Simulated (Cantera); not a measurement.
**Diamond growth**

A diamond (100) surface in a fixed gas of H2 with x(CH4) = 0.022, x(CH3) = 3.2e-05, at 1175 K, 0.0188 atm; coverages are run to steady state.

Detailed kinetics in Cantera: the Harris–Goodwin 1993 mechanism for the reconstructed diamond (100) surface.

```tsv
x(H)	growth (µm/h)	θ c6HH	θ c6H*	θ c6*H	θ c6**	θ c6HM
0.0001	0.00790	0.609	0.0266	0.358	0.00539	0.000214
0.00021	0.0170	0.542	0.0309	0.416	0.0102	0.000272
0.00043	0.0300	0.502	0.0333	0.448	0.0156	0.000318
0.00091	0.0489	0.478	0.0346	0.466	0.0205	0.000349
0.0019	0.0770	0.466	0.0353	0.474	0.0238	0.000358
0.0039	0.122	0.460	0.0356	0.478	0.0257	0.000342
0.0082	0.194	0.457	0.0357	0.480	0.0268	0.000298
0.017	0.292	0.455	0.0358	0.481	0.0273	0.000233
0.036	0.401	0.455	0.0359	0.482	0.0276	0.000157
```
θ: site fractions in the mechanism's names (c6HH fully hydrogenated, c6H* and c6*H radical sites, c6** diradical, c6HM methylated).
